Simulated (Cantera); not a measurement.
Charge: 1 mol HMDSO, 1.1 mol O2, 26 mol H2, held at 425 °C and 7.30 Pa.

These are equilibrium values from Cantera (NASA tables, ideal gas, pure condensed phases), not measurements of a reactor. Candidate condensed phases: C, C6H6, C7H8, C8H18, H2O, Si, SiC, SiO2; 123 gas species. The feed counts by its element totals alone. Rates play no part.

Base state: H2 0.999, CH4 0.000645 (mole fractions); condensed: C(graphite) + SiC(s) + SiO2(α-quartz).

Problem. What changes in the equilibrium state with this change: O2 from 1.1 to 4.8 mol?

Solution. 
| species | before | after |
|---|---|---|
| H2 | 0.999 | 0.848 |
| CO | <1e-9 | 0.137 |
| CO2 | <1e-9 | 0.00908 |
| H2O | <1e-9 | 0.00587 |
| CH4 | 0.000645 | 0.000305 |
| C(graphite), mol | 5.58 | 0 |
| SiC(s), mol | 0.400 | 0 |
| SiO2(α-quartz), mol | 1.60 | 2.00 |
